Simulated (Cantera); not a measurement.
A closed system holds: 1 mol Si, 0.79 mol N2O, 760 mol H2, at 0.00120 bar.

Method: chemical equilibrium by Gibbs-energy minimisation in Cantera with the NASA 1993 tables (ideal gas, pure condensed phases). Candidate condensed phases: H2O, Si, SiO2, Si2N2O, Si3N4; 35 gas species. The numbers say what is thermodynamically allowed, not how fast it happens. All values below are at 1477 °C.

Base state: H2 0.991, H 0.00668, SiO 0.00103, N2 0.00103, Si 0.000258, SiH 1.18e-5 (mole fractions); condensed: gas only.

Problem. What changes in the equilibrium state with this change: N2O from 0.79 to 0.079 mol?

Solution. 
```
species    before     after
-------  --------  --------
H2          0.991     0.992
H         0.00668   0.00669
Si       0.000258   0.00112
N2        0.00103  0.000103
SiO       0.00103  0.000103
SiH2      4.26e-6   1.85e-5
SiH       1.18e-5   5.12e-5
```
Gases not in the tables: Si2H6 and higher silanes.

Problem. What changes in the equilibrium state with this change: Si replaced by Si3N4?

Solution. 
| species | before | after |
|---|---|---|
| H2 | 0.991 | 0.987 |
| H | 0.00668 | 0.00667 |
| N2 | 0.00103 | 0.00364 |
| Si | 0.000258 | 0.00125 |
| SiH | 1.18e-5 | 5.70e-5 |
| SiH2 | 4.26e-6 | 2.06e-5 |
| Si(l), mol | 0 | 1.17 |
Gases not in the tables: Si2H6 and higher silanes.
